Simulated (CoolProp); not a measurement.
Vapour-liquid equilibrium of R125 (1) + R245fa (2) at 6.25 °C; x and y are mole fractions of (1).

Computed with CoolProp (multi-fluid Helmholtz-energy mixture model, Lemmon 2005 and Akasaka 2015; pair parameters Bell 2016).

```json
[
 {"x": "0.05", "bubble pressure, mixture model (bar)": "…", "bubble pressure, Raoult's law (bar)": "1.074", "y, mixture model": "0.385", "y, Raoult's law": "0.378"},
 {"x": "0.125", "bubble pressure, mixture model (bar)": "…", "bubble pressure, Raoult's law (bar)": "1.631", "y, mixture model": "…", "y, Raoult's law": "0.623"},
 {"x": "0.2", "bubble pressure, mixture model (bar)": "2.246", "bubble pressure, Raoult's law (bar)": "2.188", "y, mixture model": "…", "y, Raoult's law": "0.743"},
 {"x": "0.275", "bubble pressure, mixture model (bar)": "…", "bubble pressure, Raoult's law (bar)": "2.745", "y, mixture model": "0.796", "y, Raoult's law": "0.814"},
 {"x": "0.35", "bubble pressure, mixture model (bar)": "…", "bubble pressure, Raoult's law (bar)": "3.302", "y, mixture model": "0.841", "y, Raoult's law": "0.862"},
 {"x": "0.425", "bubble pressure, mixture model (bar)": "3.840", "bubble pressure, Raoult's law (bar)": "3.860", "y, mixture model": "0.874", "y, Raoult's law": "0.895"},
 {"x": "0.5", "bubble pressure, mixture model (bar)": "4.362", "bubble pressure, Raoult's law (bar)": "4.417", "y, mixture model": "0.900", "y, Raoult's law": "0.920"},
 {"x": "0.575", "bubble pressure, mixture model (bar)": "4.886", "bubble pressure, Raoult's law (bar)": "4.974", "y, mixture model": "0.921", "y, Raoult's law": "0.940"},
 {"x": "0.65", "bubble pressure, mixture model (bar)": "5.416", "bubble pressure, Raoult's law (bar)": "5.531", "y, mixture model": "0.938", "y, Raoult's law": "0.956"},
 {"x": "0.725", "bubble pressure, mixture model (bar)": "5.958", "bubble pressure, Raoult's law (bar)": "6.088", "y, mixture model": "0.954", "y, Raoult's law": "0.968"},
 {"x": "0.8", "bubble pressure, mixture model (bar)": "6.516", "bubble pressure, Raoult's law (bar)": "6.645", "y, mixture model": "0.967", "y, Raoult's law": "0.979"},
 {"x": "0.875", "bubble pressure, mixture model (bar)": "7.095", "bubble pressure, Raoult's law (bar)": "7.202", "y, mixture model": "…", "y, Raoult's law": "0.988"},
 {"x": "0.95", "bubble pressure, mixture model (bar)": "7.704", "bubble pressure, Raoult's law (bar)": "7.759", "y, mixture model": "0.992", "y, Raoult's law": "0.995"}
]
```

Q: Complete the blanks.

A: 
- 0.05, bubble pressure, mixture model (bar): 1.107
- 0.125, bubble pressure, mixture model (bar): 1.689
- 0.125, y, mixture model: 0.618
- 0.2, y, mixture model: 0.730
- 0.275, bubble pressure, mixture model (bar): 2.787
- 0.35, bubble pressure, mixture model (bar): 3.317
- 0.875, y, mixture model: 0.980

The largest gap from Raoult's law is +3.6 % in bubble pressure, at x = 0.125. No azeotrope shows between x = 0.05 and 0.95.

The pair parameters rest on a limited set of measurements; away from them the model extrapolates. The gap from Raoult's law changes sign with composition, which may be real or a fault of the pair parameters; it wasn't checked against measurements.
